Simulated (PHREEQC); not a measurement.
Consider water at 70 °C with 0.024 mol/kgw Cu(NO3)2, 0.00092 mol/kgw HNO3 and 0.052 mol/kgw KCl. Closed to the air; pH follows from the charge balance.

All values are PHREEQC results (ion-association model, phreeqc.dat), not measurements.

This is a speciation only: nothing precipitates in the calculation.

Question: Order these Cu species by the share of Cu that they hold, largest first: CuCl2, Cu+2, CuCl+.

Answer: Cu+2 (77 %), CuCl+ (23 %), CuCl2 (0.47 %)

Question: Order these Cl species by the share of Cl that they hold, largest first: CuCl2, Cl-, CuCl+.

Answer: Cl- (89 %), CuCl+ (11 %), CuCl2 (0.43 %)

The pH is 3.13 and the ionic strength 0.114 mol/kgw. Complexes and solids missing from the database can't appear. At this temperature some constants are extrapolated from 25 °C, and those without enthalpy data are left unchanged.
